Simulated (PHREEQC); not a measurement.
Make-up at 25 °C: 0.009 mol/kgw CuSO4, 0.0028 mol/kgw HNO3 and 0.0002 mol/kgw KCl. Closed to the air; pH follows from the charge balance.

Model: ion-association model, wateq4f.dat, run in PHREEQC.

```tsv
quantity	before	after
pH	2.73	2.44
ionic strength (mol/kgw)	0.0281	0.0305
SO4-2 (mol/kgw)	0.00594	0.00650
```

Problem. Which change was made?
A. 0.015 mol/kgw CaBr2 added
B. CuSO4 replaced by KHSO4 at the same molality
C. KCl replaced by CdCl2 at the same molality
D. 0.0014 mol/kgw H2SO4 added

Solution. D, 0.0014 mol/kgw H2SO4 added

Precipitation was switched off in this run.
